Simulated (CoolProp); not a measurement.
Vapour-liquid equilibrium of carbon dioxide (1) + R134a (2) at 999 kPa; x and y are mole fractions of (1).

The numbers come from the multi-fluid Helmholtz-energy mixture model, Span 1996 and Tillner-Roth 1994; pair parameters Bell 2016 in CoolProp.

```tsv
x	bubble temperature, mixture model (K)	bubble temperature, Raoult's law (K)	y, mixture model	y, Raoult's law
0.05	…	299.8	0.208	0.335
0.15	288.5	282.1	0.533	0.659
0.25	275.0	270.1	…	0.804
0.35	…	261.3	0.837	0.879
0.45	256.3	254.4	0.898	0.923
0.55	250.0	248.9	0.934	0.950
0.65	…	244.4	0.957	0.969
0.75	241.0	240.6	…	0.981
0.85	…	237.2	…	0.991
0.95	234.5	234.3	0.996	0.997
```

Problem. Some entries are withheld; supply them.

Solution. 
- 0.05, bubble temperature, mixture model (K): 304.3
- 0.25, y, mixture model: 0.728
- 0.35, bubble temperature, mixture model (K): 264.4
- 0.65, bubble temperature, mixture model (K): 245.1
- 0.75, y, mixture model: 0.973
- 0.85, bubble temperature, mixture model (K): 237.6
- 0.85, y, mixture model: 0.986

The largest gap from Raoult's law is +6.4 K in bubble temperature, at x = 0.15. No azeotrope shows between x = 0.05 and 0.95.

Pair parameters are fitted to limited data, so mixtures are less certain than the pure fluids.
